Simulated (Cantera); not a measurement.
Cantera run:

```python
import numpy as np
import cantera as ct

gas_names = """
    CL CLO CL2 Mg MgCL MgCL2 MgN MgO Mg2 N NO NO2 NO3 N2 N2O O O2 O3
""".split()
cond_names = """
    Mg(cr) Mg(L) MgCL2(s) MgCL2(L) MgO(s) MgO(L)
""".split()


# ... load() reads the species with a 1 bar reference pressure and builds the phases ...
atoms = {
    'MgO': {'Mg': 1, 'O': 1},
    'Cl2': {'CL': 2},
    'N2': {'N': 2},
}
top_T = {}  # K; cautious upper limits of use, not melting points


# ... equilibrate(T, P, feed) seeds the gas with the atoms and calls Mixture.equilibrate('TP', solver="vcs", rtol=1e-11, max_steps=5000) ...
results = []
feed = {'MgO': 1, 'Cl2': 0.095, 'N2': 0.039}  # mol
T = 1375  # K
for P in [1000, 4000, 16000, 63000, 250000, 1000000]:
    mix = equilibrate(T, P, feed)
    results.append((T, P, feed, dict(zip(mix.species_names, mix.species_moles))))
    x = sorted(zip(gas.X, gas.species_names), reverse=True)
    print(f"T = {T:g} K  P = {P:g} Pa  gas = {mix.phase_moles(0):.4g} mol")
    print("   x: " + "  ".join(f"{s} {v:.3e}" for v, s in x if v > 1e-06))
    print("   condensed (mol): " + ("  ".join(f"{mix.phase(i).name} {mix.phase_moles(i):.4g}"
          for i in range(1, mix.n_phases) if mix.phase_moles(i) > 1e-12) or "none"))
```

Result:

```
T = 1375 K  P = 1000 Pa  gas = 0.1663 mol
   x: MgCL2 2.737e-01  CL2 2.403e-01  N2 2.344e-01  O2 1.367e-01  CL 1.145e-01  NO 2.764e-04  CLO 1.237e-04  O 2.353e-06
   condensed (mol): MgO(s) 0.9545
T = 1375 K  P = 4000 Pa  gas = 0.1568 mol
   x: CL2 3.498e-01  N2 2.486e-01  MgCL2 2.215e-01  O2 1.106e-01  CL 6.909e-02  NO 2.560e-04  CLO 1.343e-04  O 1.058e-06
   condensed (mol): MgO(s) 0.9653
T = 1375 K  P = 16000 Pa  gas = 0.1493 mol
   x: CL2 4.513e-01  N2 2.612e-01  MgCL2 1.654e-01  O2 8.253e-02  CL 3.924e-02  NO 2.267e-04  CLO 1.318e-04
   condensed (mol): MgO(s) 0.9753
T = 1375 K  P = 63000 Pa  gas = 0.144 mol
   x: CL2 5.322e-01  N2 2.708e-01  MgCL2 1.169e-01  O2 5.831e-02  CL 2.147e-02  NO 1.940e-04  CLO 1.203e-04
   condensed (mol): MgO(s) 0.9832
T = 1375 K  P = 250000 Pa  gas = 0.122 mol
   x: CL2 4.952e-01  N2 3.196e-01  O2 1.389e-01  MgCL2 3.540e-02  CL 1.040e-02  NO 3.253e-04  CLO 1.791e-04  NO2 3.409e-06
   condensed (mol): MgCL2(L) 0.02963  MgO(s) 0.9661
T = 1375 K  P = 1e+06 Pa  gas = 0.1062 mol
   x: N2 3.670e-01  CL2 3.468e-01  O2 2.724e-01  MgCL2 8.849e-03  CL 4.350e-03  NO 4.881e-04  CLO 2.098e-04  NO2 1.433e-05
   condensed (mol): MgCL2(L) 0.05699  MgO(s) 0.9421
```

Cantera equilibrium calculation (NASA polynomials, part measured and part estimated; ideal gas, pure solids and liquids). Mutual solubility and eutectic melting of coexisting phases are not modelled.
